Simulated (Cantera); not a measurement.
Charge: 1 mol SiO2, 4.8 mol HCl, 2 mol N2, equilibrated at 8300 Pa.

These are equilibrium values from Cantera (NASA tables, ideal gas, pure condensed phases), not measurements of a reactor. Candidate condensed phases: H2O, NH4Cl, Si, SiO2, Si2N2O, Si3N4; 47 gas species. The numbers say what is thermodynamically allowed, not how fast it happens.

Task: At 525 °C, list the 3 most abundant gas species with their mole fractions, and the condensed phases.

Result: HCl 0.706, N2 0.294, H2O 1.54e-5. Condensed: SiO2(α-quartz).
